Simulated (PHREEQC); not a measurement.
A made-up water analysis in mg/kgw, 25 °C, pH 2.51, pe 11.2:

```
constituent  mg/kgw
-----------  ------
Na              202
K                37
Ca              131
Mg               16
Cl              139
S(6) as SO4     993
Cd             2.11
```

Valence states are taken as typed.

Model: ion-association model, phreeqc.dat, run in PHREEQC.

No solid was allowed to form.

Q: What ionic strength does the model give?

A: ionic strength 0.0301 mol/kgw.

Q: In which forms is Cd present?

A: Cd+2 54 %, CdSO4 32 %, CdCl+ 11 %, Cd(SO4)2-2 2.8 % of the Cd.

Species that the database lacks are ignored.
